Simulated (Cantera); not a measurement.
An isothermal plug-flow reactor at 725 K and 1.00 bar (inlet), inlet velocity 0.4 m/s, active area per volume 540 1/m; feed 0.294 % CO, 2.59 % O2, 92.9 % N2, 4.23 % H2O.

Cantera simulation using Deutschmann's 1995 Pt surface mechanism with GRI-Mech 3.0 gas chemistry; the numbers are that mechanism's predictions, not measurements. Catalytic surfaces can have several steady states; this one follows from the mechanism file's or the stated starting coverage. Mass transfer to the wall is taken as infinitely fast.

x: gas mole fraction; θ: surface coverage.

```csv
z (m),x CO,x O2,x H2O,x CO2,θ free Pt,θ O*,θ OH*
0.00096,___,0.0248,0.0424,0.00215,0.0312,0.962,0.00590
0.0021,___,0.0247,0.0424,0.00241,0.0272,0.967,0.00552
0.0044,___,0.0246,0.0424,0.00266,0.0245,0.970,0.00525
0.0096,___,0.0245,0.0424,0.00286,0.0229,0.972,0.00508
0.021,___,0.0244,0.0424,0.00294,0.0224,0.973,0.00502
0.044,___,0.0244,0.0424,0.00294,0.0223,0.973,0.00502
0.096,1.32e-12,0.0244,0.0424,0.00294,0.0223,0.973,0.00502
```

**Question.** What belongs in the gaps?

**Answer.** 
- 0.00096, x CO: 0.000794
- 0.0021, x CO: 0.000535
- 0.0044, x CO: 0.000285
- 0.0096, x CO: 8.60e-5
- 0.021, x CO: 7.69e-6
- 0.044, x CO: 6.46e-8
